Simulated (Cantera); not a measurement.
An adiabatic, constant-volume homogeneous reactor starts with CO : H2 : CH4 : O2 : N2 : H2O = 1 : 0.74 : 0.19 : 2.23 : 8.39 : 1.3 (molar parts), equivalence ratio 0.56, at 1150 K and 1.01 bar.

Detailed kinetics in Cantera: GRI-Mech 3.0 (53 species, 325 reactions).

Q: Predict: time of steepest temperature rise; temperature at 6.00 s; equilibrium temperature; x(CO) at 6.00 s; x(H2) at 6.00 s; x(NO) at 6.00 s; x(NO2) at 6.00 s.

A: 
```json
{
 "time_of_steepest_temperature_rise": "0.233 ms",
 "temperature at 6.00 s": "2443 K",
 "equilibrium_temperature": "2443 K",
 "x(CO) at 6.00 s": "0.00612 (gas-phase equilibrium 0.00612)",
 "x(H2) at 6.00 s": "0.00212 (gas-phase equilibrium 0.00212)",
 "x(NO) at 6.00 s": "0.0108 (gas-phase equilibrium 0.0108)",
 "x(NO2) at 6.00 s": "8.41e-6 (gas-phase equilibrium 8.41e-6)"
}
```
